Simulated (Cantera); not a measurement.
## Premixed flame

A freely propagating, adiabatic, planar premixed flame of H2 : O2 : N2 = 1 : 0.227 : 0.855 (molar parts), equivalence ratio 2.2, unburnt at 425 K and 100000 Pa; mixture-averaged transport, grid criteria slope 0.08 and curve 0.16, no radiation.

Detailed kinetics in Cantera: the H2/O2 subset of GRI-Mech 3.0, which has no nitrogen chemistry. Burning velocities carry a grid error of a few per cent, more on coarse grids.

| z (mm) | T (K) | u (m/s) | x H2 | x O2 | x O | x HO2 | x H2O2 | x H |
|---|---|---|---|---|---|---|---|---|
| -1.19 | 425 | 4.95 | 0.480 | 0.109 | <1e-8 | <1e-8 | <1e-8 | <1e-8 |
| -0.791 | 425 | 4.95 | 0.480 | 0.109 | <1e-8 | <1e-8 | <1e-8 | <1e-8 |
| -0.593 | 425 | 4.95 | 0.480 | 0.109 | <1e-8 | <1e-8 | <1e-8 | <1e-8 |
| -0.395 | 425 | 4.95 | 0.480 | 0.109 | <1e-8 | 1.31e-7 | <1e-8 | <1e-8 |
| -0.198 | 453 | 5.23 | 0.476 | 0.109 | 5.58e-6 | 0.000239 | 1.00e-5 | 6.12e-5 |
| -0.0988 | 724 | 8.14 | 0.442 | 0.103 | 0.000196 | 0.000211 | 3.63e-5 | 0.00593 |
| 0 | 1124 | 12.3 | 0.362 | 0.0730 | 0.00181 | 7.92e-5 | 3.18e-6 | 0.0351 |
| 0.0988 | 1400 | 15.2 | 0.281 | 0.0256 | 0.00251 | 2.55e-5 | 8.68e-7 | 0.0674 |
| 0.198 | 1526 | 16.5 | 0.252 | 0.00571 | 0.00126 | 5.45e-6 | 4.64e-7 | 0.0757 |
| 0.395 | 1633 | 17.6 | 0.251 | 0.000509 | 0.000632 | 4.73e-7 | 2.95e-7 | 0.0680 |
| 0.791 | 1739 | 18.6 | 0.260 | 0.000185 | 0.000454 | 1.81e-7 | 1.87e-7 | 0.0539 |
| 1.58 | 1840 | 19.5 | 0.269 | 0.000111 | 0.000283 | 1.13e-7 | 1.02e-7 | 0.0396 |
| 3.16 | 1925 | 20.2 | 0.277 | 5.66e-5 | 0.000148 | 6.31e-8 | 5.08e-8 | 0.0271 |
x: mole fraction of selected species; z is measured from the peak of heat release.

| Property | Value |
|---|---|
| laminar burning velocity | 495 cm/s |
| thermal thickness | 0.395 mm |
| peak x(O) | 0.00272 |
| peak x(HO2) | 0.000380 |
| peak x(H2O2) | 4.14e-5 |
| peak x(H) | 0.0757 |
